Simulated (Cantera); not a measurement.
Charge: 1 mol SiHCl3, 130 mol N2, held at 675 °C and 13.3 mbar.

Method: chemical equilibrium by Gibbs-energy minimisation in Cantera with the NASA 1993 tables (ideal gas, pure condensed phases). Candidate condensed phases: NH4Cl, Si, Si3N4; 28 gas species. N2 is the only nitrogen source here; it is nearly inert below about 1500 K, so the nitride shown seldom forms there in practice. Rates play no part.

Base state: N2 0.989, HCl 0.00714, SiCl4 0.00393, H2 0.000243 (mole fractions); condensed: Si3N4(s).

Question: What changes in the equilibrium state with this change: N2 from 130 to 19 mol?

Answer: 
| species | before | after |
|---|---|---|
| N2 | 0.989 | 0.927 |
| HCl | 0.00714 | 0.0427 |
| SiCl4 | 0.00393 | 0.0265 |
| H2 | 0.000243 | 0.00343 |
| SiCl3 | 2.89e-6 | 1.22e-5 |
| Si3N4(s), mol | 0.161 | 0.155 |
The tables' values for SiCl3 are old estimates; treat these amounts as uncertain.
